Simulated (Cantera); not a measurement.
Feed: 1 mol CaCO3, 0.022 mol C, 0.63 mol H2O, 3.7 mol CO2, at 627 °C and 2.80 bar.

Equilibrium computed with Cantera from the NASA thermochemical tables; the gas is ideal and each condensed phase is pure. Candidate condensed phases: C, C6H6, C7H8, C8H18, Ca, CaCO3, CaO, Ca(OH)2, H2O; 115 gas species. Kinetics and transport are ignored.

Q: What is the equilibrium state?

A: 
```json
{
  "x(CO2)": "0.848",
  "x(H2O)": "0.142",
  "x(CO)": "0.00730",
  "x(H2)": "0.00281",
  "n(CaCO3(calcite))": "1.00 mol",
  "gas_amount": "4.352 mol",
  "log10 activity of C(graphite) (absent)": "-3.01",
  "log10 activity of Ca(OH)2(s) (absent)": "-3.79",
  "log10 activity of Ca(s) (absent)": "-24.19"
}
```
